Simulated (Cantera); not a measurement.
Charge: 1 mol SiCl₄, 0.052 mol HCl, 140 mol H₂, held at 2202 °C and 10.0 mbar.

Equilibrium computed with Cantera from the NASA thermochemical tables; the gas is ideal and each condensed phase is pure. Candidate condensed phases: Si; 19 gas species. The tables' values for SiCl are old estimates; treat these amounts as uncertain. Gases not in the tables: Si₂H₆ and higher silanes. Rates play no part.

Base state: H₂ 0.771, H 0.198, HCl 0.0215, Si 0.00604, Cl 0.00390, SiH 0.000146, SiCl 6.88e-5, SiCl₂ 1.38e-5 (mole fractions); condensed: gas only.

What changes in the equilibrium state with this change: SiCl₄ replaced by CH₃SiCl₃?


```json
[
 {"species": "H₂", "before": "0.771", "after": "0.774"},
 {"species": "H", "before": "0.198", "after": "0.198"},
 {"species": "HCl", "before": "0.0215", "after": "0.0161"},
 {"species": "C₂H₂ (acetylene)", "before": "0", "after": "0.00258"},
 {"species": "Si", "before": "0.00604", "after": "0.00553"},
 {"species": "SiC₂", "before": "0", "after": "0.000457"},
 {"species": "C₂H", "before": "0", "after": "4.49e-5"}
]
```
The feed counts by its element totals alone. Further candidate phases: C, C₆H₆, C₇H₈, C₈H₁₈, SiC.
